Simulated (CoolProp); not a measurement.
The fluid at 298.15 K and 2.52 MPa flows at 0.87 m/s in a round tube of 4.6 mm bore and 1.5 µm roughness, fully developed (64/Re and Nu = 3.66 if laminar; Colebrook and Gnielinski if turbulent). The same conditions are run with several fluids, on thermodynamics alone (safety and materials aside).

Computed with CoolProp (reference Helmholtz-energy equation of state of each fluid (n-heptane: Span 2003; R143a: Lemmon and Jacobsen 2000; toluene: Lemmon 2006; R236FA: Pan 2012; R236EA: Rui 2013)).

Q: Rank n-heptane, R143a, toluene, R236FA, R236EA by Reynolds number, highest first.

A: R143a (32800), R236FA (18400), R236EA (14400), n-heptane (6810), toluene (6140)

```tsv
fluid	Darcy friction factor	pressure drop (Pa/m)	heat-transfer coefficient (W/(m² K))	mass flow (kg/h)
n-heptane	0.0347	1950	1490	35.5
R143a	0.0239	1850	2380	49.1
toluene	0.0357	2540	1430	45.0
R236FA	0.0271	3060	1950	71.4
R236EA	0.0287	3390	1860	74.7
```

Transport values come from each fluid's own correlations; those of R143a, R236FA, R236EA are estimates that may be off by 10 % or more.
